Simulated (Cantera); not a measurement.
What does this Cantera script print?

```python
import numpy as np
import cantera as ct

gas = ct.Solution("gri30.yaml")
gas.TPX = 1200, 2666, {'N2O': 1, 'H2O': 0.013}
reactor = ct.IdealGasConstPressureReactor(gas, energy="off", clone=False)
net = ct.ReactorNet([reactor])
net.rtol, net.atol = 1e-08, 1e-18
show = ['N2O', 'H2O', 'HO2', 'N2', 'H2O2']
times = np.geomspace(5e-05, 80, 13)

steps = ct.SolutionArray(gas, extra=["t"])
rows = []
print(f"{'t/s':>10s}{'T/K':>9s}{'P/Pa':>11s}" + "".join(f"{s:>11s}" for s in show))
for t in times:
    while net.time < t:
        t_next = net.step()
        steps.append(gas.state, t=t_next)
    rows.append([np.interp(t, steps.t, y) for y in (steps.T, steps.P, *steps(*show).X.T)])
    print(f"{t:10.3e}{rows[-1][0]:9.1f}{rows[-1][1]:11.4g}" + "".join(f"{x:11.3e}" for x in rows[-1][2:]))
rate = np.gradient(steps.T, steps.t)
print("integrator steps:", len(steps.t))
if steps.T.max() > steps.T[0] + 200:
    print(f"time of steepest temperature rise: {steps.t[rate.argmax()]:.4e} s")
gas.TPX = 1200, 2666, {'N2O': 1, 'H2O': 0.013}
gas.equilibrate("TP")
print(f"equilibrium (TP): T = {gas.T:.1f} K  " + "  ".join(f"{s} {gas[s].X[0]:.3e}" for s in show))
```

Result:

```
       t/s      T/K       P/Pa        N2O        H2O        HO2         N2       H2O2
 5.000e-05   1200.0       2666  9.872e-01  1.283e-02  1.492e-12  4.716e-07  1.464e-18
 1.644e-04   1200.0       2666  9.872e-01  1.283e-02  4.695e-11  1.788e-06  1.559e-16
 5.407e-04   1200.0       2666  9.872e-01  1.283e-02  1.179e-09  7.248e-06  1.377e-14
 1.778e-03   1200.0       2666  9.871e-01  1.283e-02  1.977e-08  2.725e-05  9.028e-13
 5.848e-03   1200.0       2666  9.870e-01  1.283e-02  2.220e-07  9.365e-05  6.937e-11
 1.923e-02   1200.0       2666  9.867e-01  1.283e-02  1.521e-06  3.130e-04  6.060e-09
 6.325e-02   1200.0       2666  9.855e-01  1.282e-02  3.070e-06  1.039e-03  4.689e-08
 2.080e-01   1200.0       2666  9.818e-01  1.281e-02  2.074e-06  3.442e-03  2.180e-08
 6.840e-01   1200.0       2666  9.696e-01  1.275e-02  1.215e-06  1.126e-02  7.557e-09
 2.249e+00   1200.0       2666  9.310e-01  1.259e-02  5.850e-07  3.587e-02  2.089e-09
 7.397e+00   1200.0       2666  8.182e-01  1.210e-02  2.110e-07  1.079e-01  6.558e-10
 2.433e+01   1200.0       2666  5.524e-01  1.096e-02  5.725e-08  2.775e-01  4.108e-10
 8.000e+01   1200.0       2666  1.824e-01  9.371e-03  1.033e-08  5.139e-01  3.279e-10
integrator steps: 1546
equilibrium (TP): T = 1200.0 K  N2O 2.366e-09  H2O 8.591e-03  HO2 2.231e-09  N2 6.608e-01  H2O2 1.932e-11
```

Cantera simulation using GRI-Mech 3.0 (53 species, 325 reactions); the numbers are that mechanism's predictions, not measurements. GRI-Mech 3.0 was tuned for natural gas; its chemistry of N2O as a main component is partial and can be far from experiment. Radical loss at walls, strong at low pressure, is not modelled. The mechanism lacks the step 2 NO + O2 → 2 NO2, which can matter for NO2 below about 1400 K. The temperature is held fixed by assumption; the heat of reaction is taken as removed at once.
